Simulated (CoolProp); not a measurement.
A closed Brayton cycle with carbon dioxide: compressor inlet 311.15 K and 8.5 MPa, high pressure 22.5 MPa, turbine inlet 680 K, compressor efficiency 0.85, turbine efficiency 0.93, recuperator effectiveness 0.95 (on enthalpy, no pinch check). Each further row changes one setting.

The numbers come from the reference Helmholtz-energy equation of state, Span 1996 in CoolProp.

| case | thermal efficiency (%) | net work (kJ/kg) | compressor to turbine work | compressor exit (K) | turbine exit (K) |
|---|---|---|---|---|---|
| as stated | 32.1 | 74.5 | 0.29 | 360.3 | 572.5 |
| turbine inlet 630 K | (withheld) | 64.6 | 0.32 | 360.3 | 526.7 |
| compressor inlet 321.15 K | 30.1 | 59.5 | (withheld) | (withheld) | 572.5 |
| high pressure 19.1 MPa | 30.8 | 65.0 | 0.27 | (withheld) | (withheld) |
| recuperator effectiveness 0.5 | (withheld) | 74.5 | 0.29 | 360.3 | 572.5 |

Problem. Complete the blanks.

Solution. 
- turbine inlet 630 K, thermal efficiency (%): 29.5
- compressor inlet 321.15 K, compressor to turbine work: 0.43
- compressor inlet 321.15 K, compressor exit (K): 397.2
- high pressure 19.1 MPa, compressor exit (K): 351.8
- high pressure 19.1 MPa, turbine exit (K): 590.3
- recuperator effectiveness 0.5, thermal efficiency (%): 21.5
